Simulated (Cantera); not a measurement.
Feed: 1 mol CO, 0.018 mol O₂, 6.1 mol H₂, at 0.370 bar.

Method: chemical equilibrium by Gibbs-energy minimisation in Cantera with the NASA 1993 tables (ideal gas, pure condensed phases). Candidate condensed phases: C, C₆H₆, C₇H₈, C₈H₁₈, H₂O; 110 gas species. Rates play no part. All values below are at 825 K.

Base state: H₂ 0.702, CH₄ 0.131, H₂O 0.120, CO 0.0290, CO₂ 0.0177 (mole fractions); condensed: gas only.

Q: What changes in the equilibrium state with this change: O₂ from 0.018 to 0.34 mol?

A: 
```csv
species,before,after
H₂,0.702,0.658
H₂O,0.120,0.174
CH₄,0.131,0.0953
CO₂,0.0177,0.0352
CO,0.0290,0.0372
```
